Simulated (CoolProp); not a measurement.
Computed with CoolProp (reference Helmholtz-energy equation of state, Lemmon 2003). It is a pseudo-pure fit of the blend.

### Question
For R404A, give the phase and the cp (kJ/(kg K)), cv (kJ/(kg K)) at 332.2 K and 101 kPa; 351.6 K and 101 kPa; 409.6 K and 101 kPa.

### Answer
- 332.2 K and 101 kPa: gas; cp 0.933, cv 0.842
- 351.6 K and 101 kPa: gas; cp 0.964, cv 0.875
- 409.6 K and 101 kPa: gas; cp 1.05, cv 0.966
